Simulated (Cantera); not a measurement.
Charge: 1 mol Fe, 1.4 mol NH3, 270 mol H2, equilibrated at 725 K and 1.00 bar.

Method: chemical equilibrium by Gibbs-energy minimisation in Cantera with the NASA 1993 tables (ideal gas, pure condensed phases). Candidate condensed phases: Fe; 10 gas species. The numbers say what is thermodynamically allowed, not how fast it happens.

Base state: H2 0.997, N2 0.00240, NH3 0.000334 (mole fractions); condensed: Fe(α).

Question: What changes in the equilibrium state with this change: Fe replaced by Ni?

Answer: 
```tsv
species	before	after
H2	0.997	0.997
N2	0.00240	0.00240
NH3	0.000334	0.000334
Fe(α), mol	1.00	0
Ni(s), mol	0	1.00
```
Further candidate phases: Ni.
